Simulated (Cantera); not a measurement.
Mixture: 38.7 % H₂, 12.9 % O₂, 48.4 % N₂, equivalence ratio 1.5, at 0.375 atm, adiabatic and at constant volume. Ignition delay is the time to a rise of 400 K.

Detailed kinetics in Cantera: the H2/O2 subset of GRI-Mech 3.0, which has no nitrogen chemistry. Where the delays flatten at high temperature, the 400 K rule measures the pace of heat release, not the induction time.

Problem. Predict: delay at 1125 K; delay at 1325 K; delay at 1525 K; delay at 1725 K.

Solution. 
```json
{
 "delay at 1125 K": "0.184 ms",
 "delay at 1325 K": "75.0 µs",
 "delay at 1525 K": "50.7 µs",
 "delay at 1725 K": "50.1 µs"
}
```
